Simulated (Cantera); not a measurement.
Catalytic stagnation flow on Pt

A jet of H2 : O2 : N2 = 0.029 : 0.053 : 0.79 (molar parts) at 300 K and 0.316 atm hits a platinum plate 3.5 cm away at a mass flux of 0.031 kg/m²/s; the plate temperature is set and raised in steps from an oxygen-covered start.

Detailed kinetics in Cantera: Deutschmann's 1995 Pt surface mechanism with GRI-Mech 3.0 gas chemistry. Catalytic surfaces can have several steady states; this one follows from the mechanism file's or the stated starting coverage.

| plate T (K) | wall x H2 | wall x O2 | wall x H2O | wall x OH | θ free Pt | θ O* | θ OH* |
|---|---|---|---|---|---|---|---|
| 500 | 0.000873 | 0.0263 | 0.0632 | <1e-8 | 0.0487 | 0.913 | 0.0384 |
| 550 | 0.000872 | 0.0264 | 0.0627 | <1e-8 | 0.0514 | 0.926 | 0.0221 |
| 600 | 0.000872 | 0.0265 | 0.0622 | <1e-8 | 0.0541 | 0.932 | 0.0138 |
| 650 | 0.000868 | 0.0265 | 0.0618 | <1e-8 | 0.0569 | 0.934 | 0.00919 |
| 700 | 0.000836 | 0.0266 | 0.0615 | <1e-8 | 0.0618 | 0.932 | 0.00660 |
x: mole fraction at the wall; θ: surface coverage.
